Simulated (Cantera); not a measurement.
Equilibrium for titanium nitride, carbide and oxide coatings: Ti + O2 + H2

Feed: 1 mol Ti, 2.4 mol O2, 9.3 mol H2, at 1098.15 K and 0.750 Torr.

Equilibrium computed with Cantera from the NASA thermochemical tables; the gas is ideal and each condensed phase is pure. Candidate condensed phases: H2O, Ti, TiO, TiO2, Ti2O3, Ti3O5, Ti4O7; 12 gas species. The numbers say what is thermodynamically allowed, not how fast it happens.

- x(H2): 0.699
- x(H2O): 0.301
- n(TiO2(rutile)): 1.00 mol
- gas amount: 9.300 mol
- log10 activity of Ti4O7(s) (absent): -3.15
- log10 activity of Ti3O5(s) (absent): -3.37
- log10 activity of Ti2O3(s) (absent): -3.77
